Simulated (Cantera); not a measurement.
A closed system holds: 1 mol SiO₂, 11 mol CO, 1.8 mol H₂, at 0.150 bar.

Equilibrium computed with Cantera from the NASA thermochemical tables; the gas is ideal and each condensed phase is pure. Candidate condensed phases: C, C₆H₆, C₇H₈, C₈H₁₈, H₂O, Si, SiC, SiO₂; 123 gas species. The tables hold silica as quartz up to 1696 K and as liquid above; real silica turns to tridymite and cristobalite and melts near 1996 K. Kinetics and transport are ignored. All values below are at 1375 °C.

Base state: CO 0.859, H₂ 0.140, SiO 0.000476, CO₂ 0.000313, H₂O 0.000164, H 8.61e-5 (mole fractions); condensed: SiO₂(β-quartz).

### Question
What changes in the equilibrium state with this change: SiO₂ replaced by TiO₂?

### Answer
```
species                before    after
-------------------  --------  -------
CO                      0.859    0.848
H₂                      0.140    0.135
CO₂                  0.000313   0.0115
H₂O                  0.000164  0.00585
SiO                  0.000476        0
H                     8.61e-5  8.44e-5
SiO₂(β-quartz), mol     0.994        0
TiO₂(rutile), mol           0    0.112
Ti₄O₇(s), mol               0    0.222
```
Mutual solubility and eutectic melting of coexisting phases are not modelled. Condensed phases not in the tables: Magnéli phases beyond Ti₄O₇. Further candidate phases: Ti, TiC, TiO, TiO₂, Ti₂O₃, Ti₃O₅, Ti₄O₇.
